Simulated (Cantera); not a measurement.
Input: 1 mol SiF4, 14 mol H2O, 87 mol N2, 26 mol N2O, equilibrated at 0.518 Torr.

Cantera equilibrium calculation (NASA polynomials, part measured and part estimated; ideal gas, pure solids and liquids). Candidate condensed phases: H2O, Si, SiO2, Si2N2O, Si3N4; 58 gas species. The tables hold silica as quartz up to 1696 K and as liquid above; real silica turns to tridymite and cristobalite and melts near 1996 K. The numbers say what is thermodynamically allowed, not how fast it happens.

**Question.** At 1323 K, list the 4 most abundant gas species with their mole fractions, and the condensed phases.

**Answer.** N2 0.796, O2 0.0914, H2O 0.0845, HF 0.0282. Condensed: SiO2(β-quartz).
